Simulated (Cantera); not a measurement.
A Cantera script and what it prints.

```python
import numpy as np
import cantera as ct

gas_names = """
    CL CL2 N N2 Si SiCL SiCL2 SiCL3 SiCL4 SiN Si2 Si2N Si3
""".split()
cond_names = """
    Si(cr) Si(L) Si3N4(a)
""".split()


# ... load() reads the species with a 1 bar reference pressure and builds the phases ...
atoms = {
    'SiCl4': {'Si': 1, 'CL': 4},
    'N2': {'N': 2},
}
top_T = {'Si3N4(a)': 2400}  # K; cautious upper limits of use, not melting points


# ... equilibrate(T, P, feed) seeds the gas with the atoms and calls Mixture.equilibrate('TP', solver="vcs", rtol=1e-11, max_steps=5000) ...
results = []
feed = {'SiCl4': 1, 'N2': 15}  # mol
P = 88000  # Pa
for T in [1175, 1225, 1275, 1325, 1375, 1425, 1475, 1525, 1575, 1625, 1675, 1725]:
    mix = equilibrate(T, P, feed)
    results.append((T, P, feed, dict(zip(mix.species_names, mix.species_moles))))

top = {s: max(r[3][s] / sum(r[3][g] for g in gas_names) for r in results) for s in gas_names}
cols = sorted((s for s in top if top[s] > 1e-06), key=lambda s: -top[s])[:8]
seen = [c for c in cond_names if any(r[3].get(c, 0) > 1e-12 for r in results)]
print("log10 of partial pressures in bar; condensed amounts in mol")
print(f"{'T/K':>10s}" + "".join(f"{s[:9]:>10s}" for s in cols + seen))
for T, P, feed, n in results:
    ng = sum(n[g] for g in gas_names)
    print(f"{T:10.4g}" + "".join(f"{np.log10(max(n[s] / ng * P / 1e5, 1e-99)):10.3f}" for s in cols)
          + "".join(f"{n.get(c, 0):10.4g}" for c in seen))
```

It prints:

```
log10 of partial pressures in bar; condensed amounts in mol
       T/K        N2     SiCL4        CL     SiCL3     SiCL2       CL2
      1175    -0.084    -1.260    -5.482    -5.306    -8.362    -6.081
      1225    -0.084    -1.260    -5.112    -4.963    -7.767    -5.795
      1275    -0.084    -1.260    -4.772    -4.646    -7.218    -5.534
      1325    -0.084    -1.260    -4.459    -4.352    -6.709    -5.295
      1375    -0.084    -1.260    -4.169    -4.079    -6.236    -5.076
      1425    -0.084    -1.261    -3.900    -3.826    -5.796    -4.873
      1475    -0.084    -1.262    -3.650    -3.590    -5.386    -4.684
      1525    -0.084    -1.263    -3.416    -3.370    -5.004    -4.508
      1575    -0.084    -1.266    -3.196    -3.166    -4.648    -4.343
      1625    -0.084    -1.269    -2.990    -2.976    -4.316    -4.188
      1675    -0.084    -1.274    -2.795    -2.799    -4.007    -4.042
      1725    -0.085    -1.281    -2.612    -2.636    -3.719    -3.903
```

These are equilibrium values from Cantera (NASA tables, ideal gas, pure condensed phases), not measurements of a reactor. The tables' values for SiCl3 are old estimates; treat these amounts as uncertain.
